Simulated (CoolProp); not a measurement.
Properties of R245ca along the isotherm -37.25 °C (Tc = 174.4 °C, pc = 3.941 MPa, ω = 0.355).

The numbers come from the reference Helmholtz-energy equation of state, Zhou 2016 in CoolProp.

| p (MPa) | phase | density (kg/m³) | cp (kJ/(kg K)) | speed of sound (m/s) | fugacity coefficient |
|---|---|---|---|---|---|
| 1.23 | liquid | 1537 | 1.317 | 1007 | 0.003385 |
| 2.46 | liquid | 1538 | 1.316 | 1012 | 0.001788 |
| 3.69 | liquid | 1540 | 1.315 | 1016 | 0.001259 |
| 4.93 | liquid | 1542 | 1.315 | 1020 | 0.0009953 |
| 6.16 | liquid | 1543 | 1.314 | 1024 | 0.0008411 |
| 7.39 | liquid | 1545 | 1.313 | 1028 | 0.0007404 |
| 8.62 | liquid | 1547 | 1.312 | 1032 | 0.0006702 |
| 9.85 | liquid | 1548 | 1.311 | 1036 | 0.0006193 |
